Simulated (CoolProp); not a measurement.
Properties of water at several states (Tc = 647.1 K, pc = 22060 kPa, ω = 0.344).

Values from CoolProp's reference Helmholtz-energy equation of state, Wagner 2002.

```json
[
 {"T (K)": "603.1", "p (kPa)": "24800", "phase": "liquid", "density (kg/m³)": "680.3", "speed of sound (m/s)": "876.8", "Joule-Thomson coefficient (K/MPa)": "0.2824", "fugacity coefficient": "0.4065"},
 {"T (K)": "841.3", "p (kPa)": "7060", "phase": "gas", "density (kg/m³)": "18.92", "speed of sound (m/s)": "689.0", "Joule-Thomson coefficient (K/MPa)": "3.829", "fugacity coefficient": "0.9622"},
 {"T (K)": "399.3", "p (kPa)": "16.1", "phase": "gas", "density (kg/m³)": "0.08751", "speed of sound (m/s)": "492.8", "Joule-Thomson coefficient (K/MPa)": "46.94", "fugacity coefficient": "0.9983"}
]
```
